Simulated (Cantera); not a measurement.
Input: 1 mol MgO, 0.044 mol C, 1.3 mol H2, held at 1850 °C and 13300 Pa.

Cantera equilibrium calculation (NASA polynomials, part measured and part estimated; ideal gas, pure solids and liquids). Candidate condensed phases: C, C6H6, C7H8, C8H18, H2O, Mg, MgCO3, MgO, Mg(OH)2; 116 gas species. The tables' values for MgH are old estimates; treat these amounts as uncertain. Rates play no part.

Base state: H2 0.903, Mg 0.0434, CO 0.0311, H2O 0.0124, H 0.00935, MgH 0.000251, MgOH 0.000108, CO2 8.50e-5 (mole fractions); condensed: MgO(s).

Question: What changes in the equilibrium state with this change: temperature from 1850 °C to 1627 °C?

Answer: 
```csv
species,before,after
H2,0.903,0.933
Mg,0.0434,0.0322
CO,0.0311,0.0316
H2O,0.0124,0.000732
OH,1.59e-5,1.35e-7
MgOH,0.000108,6.93e-6
CO2,8.50e-5,5.89e-6
H,0.00935,0.00210
MgH,0.000251,0.000165
"MgO(s), mol",0.938,0.955
```

Question: What changes in the equilibrium state with this change: temperature from 1850 °C to 1400 °C?

Answer: 
| species | before | after |
|---|---|---|
| H2 | 0.903 | 0.936 |
| CO | 0.0311 | 0.0317 |
| Mg | 0.0434 | 0.0315 |
| H2O | 0.0124 | 1.23e-5 |
| CH4 | <1e-9 | 2.57e-5 |
| OH | 1.59e-5 | <1e-9 |
| CO2 | 8.50e-5 | 1.25e-7 |
| MgO(s), mol | 0.938 | 0.956 |
